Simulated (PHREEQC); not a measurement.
Solution (25 °C): 95 mmol/kgw CdSO4 and 3.2 mmol/kgw FeSO4. Closed to the air; pH follows from the charge balance.

Model: ion-association model, phreeqc.dat, run in PHREEQC.

Each row changes one thing in this solution. Precipitation was switched off in this run.

```
case                                                pH  ionic strength (mol/kgw)  SO4-2 (mol/kgw)  HSO4- (mol/kgw)
------------------------------------------------  ----  ------------------------  ---------------  ---------------
as made                                           5.97                     0.184           0.0326          1.36e-6
CdSO4 left out                                       ?                    0.0106          0.00265          1.33e-7
diluted 100-fold with water                       6.59                   0.00342         0.000854          1.78e-8
CdSO4 from 0.095 to 0.19 mol/kgw                  5.82                     0.335           0.0486                ?
FeSO4 replaced by Fe2(SO4)3 at the same molality  3.17                     0.189           0.0333         0.000871
FeSO4 from 0.0032 to 0.0016 mol/kgw                  ?                     0.181           0.0320          1.32e-6
```

Question: Complete the blanks.

Answer: 
- CdSO4 left out, pH: 6.16
- CdSO4 from 0.095 to 0.19 mol/kgw, HSO4- (mol/kgw): 2.37e-6
- FeSO4 from 0.0032 to 0.0016 mol/kgw, pH: 5.98

Some of these states are supersaturated (in Hematite (slow to form), Goethite (slow to form), for instance).
